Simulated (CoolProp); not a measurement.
Vapour-liquid equilibrium of propane (1) + cyclopropane (2) at 60.35 °C; x and y are mole fractions of (1).

Values from CoolProp's multi-fluid Helmholtz-energy mixture model, Lemmon 2009 and Polt 1992; pair parameters Bell 2016. This equation is an older, rougher fit; its heat capacities, sound speeds and derivatives of the liquid may be far off and weren't checked against measurements.

```csv
x,bubble pressure (bar),y at the bubble point,dew pressure at overall composition x (bar),liquid density (mol/L)
0.05,17.36,0.066,17.26,13.04
0.125,17.93,0.158,17.72,12.71
0.2,18.47,0.243,18.20,12.39
0.275,18.96,0.323,18.66,12.08
0.35,19.41,0.399,19.12,11.77
0.425,19.82,0.471,19.56,11.49
0.5,20.18,0.540,19.98,11.21
0.575,20.50,0.608,20.35,10.94
0.65,20.78,0.675,20.68,10.69
0.725,21.00,0.742,20.95,10.45
0.8,21.17,0.809,21.15,10.22
0.875,21.28,0.879,21.28,10.01
0.95,21.33,0.950,21.33,9.812
```

No azeotrope shows between x = 0.05 and 0.95.

Pair parameters are fitted to limited data, so mixtures are less certain than the pure fluids.
